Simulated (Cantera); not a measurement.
Input: 1 mol HMDSO, 0.23 mol CO2, equilibrated at 0.133 bar.

Method: chemical equilibrium by Gibbs-energy minimisation in Cantera with the NASA 1993 tables (ideal gas, pure condensed phases). Candidate condensed phases: C, C6H6, C7H8, C8H18, H2O, Si, SiC, SiO2; 123 gas species. The feed counts by its element totals alone. The numbers say what is thermodynamically allowed, not how fast it happens.

log p: log10 of the partial pressure in bar; n: condensed amount in mol.

```tsv
T (K)	log p H2	log p CO	log p H	log p SiO	log p C2H2 (acetylene)	n C(graphite)	n SiC(s)
1523	-0.94	-1.73	-5.11	-4.40	-5.87	2.77	2.00
1573	-0.94	-1.73	-4.86	-4.31	-5.63	2.78	2.00
1623	-0.94	-1.73	-4.63	-4.23	-5.40	2.78	2.00
1673	-0.94	-1.73	-4.41	-4.16	-5.18	2.78	1.99
1723	-0.94	-1.73	-4.21	-4.09	-4.98	2.78	1.99
1773	-0.94	-1.73	-4.02	-4.02	-4.79	2.78	1.99
1823	-0.94	-1.73	(withheld)	(withheld)	(withheld)	2.78	1.99
1873	-0.94	-1.73	-3.66	-3.90	-4.45	2.78	1.99
1923	-0.94	-1.73	(withheld)	-3.85	(withheld)	2.78	1.99
1973	-0.94	-1.73	-3.34	-3.79	-4.14	2.78	1.99
2023	-0.94	-1.74	-3.19	-3.74	-3.99	2.78	1.99
2073	-0.94	-1.74	-3.05	-3.70	-3.86	2.78	1.98
```

Task: Complete the blanks.

Result: 
- 1923, log p H: -3.50
- 1923, log p C2H2 (acetylene): -4.29
- 1823, log p H: -3.83
- 1823, log p SiO: -3.96
- 1823, log p C2H2 (acetylene): -4.62
